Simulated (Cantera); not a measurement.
An isothermal, constant-pressure homogeneous reactor starts with CH4 : N2 = 1 : 52 (molar parts), at 1973 K and 10.00 Torr. Integrator tolerance rtol = 1e-08.

Model: GRI-Mech 3.0 (53 species, 325 reactions), integrated in Cantera. GRI-Mech 3.0 stops at C3 and has no aromatics, soot or wall deposition, so with more carbon than oxygen in the feed, carbon stays in small species such as C2H2 where larger ones or solid carbon would form. Radical loss at walls, strong at low pressure, is not modelled.

### Question
What does this change do: N2 52 to 92 parts?

### Answer
```tsv
quantity	before	after
x(CH4) at 20.0 s	1.29e-8 (gas-phase equilibrium 2.72e-8)	4.79e-9 (gas-phase equilibrium 6.83e-9)
x(HCN) at 20.0 s	0.000175 (gas-phase equilibrium 0.0171)	0.000166 (gas-phase equilibrium 0.0101)
x(C2H6) at 20.0 s	<1e-12 (gas-phase equilibrium <1e-12)	<1e-12 (gas-phase equilibrium <1e-12)
x(CH2) at 20.0 s	1.64e-9 (gas-phase equilibrium 3.54e-9)	9.11e-10 (gas-phase equilibrium 1.56e-9)
x(CH3) at 20.0 s	1.82e-8 (gas-phase equilibrium 3.86e-8)	8.23e-9 (gas-phase equilibrium 1.29e-8)
x(C2H2) at 20.0 s	0.00915 (gas-phase equilibrium 0.000671)	0.00522 (gas-phase equilibrium 0.000231)
```

### Question
What does this change do: CH4 1 to 2.5 parts?

### Answer
```csv
quantity,before,after
x(CH4) at 20.0 s,1.29e-8 (gas-phase equilibrium 2.72e-8),8.61e-8 (gas-phase equilibrium 2.25e-7)
x(HCN) at 20.0 s,0.000175 (gas-phase equilibrium 0.0171),0.000190 (gas-phase equilibrium 0.0371)
x(C2H6) at 20.0 s,<1e-12 (gas-phase equilibrium <1e-12),<1e-12 (gas-phase equilibrium <1e-12)
x(CH2) at 20.0 s,1.64e-9 (gas-phase equilibrium 3.54e-9),4.68e-9 (gas-phase equilibrium 1.22e-8)
x(CH3) at 20.0 s,1.82e-8 (gas-phase equilibrium 3.86e-8),7.91e-8 (gas-phase equilibrium 2.07e-7)
x(C2H2) at 20.0 s,0.00915 (gas-phase equilibrium 0.000671),0.0218 (gas-phase equilibrium 0.00335)
```
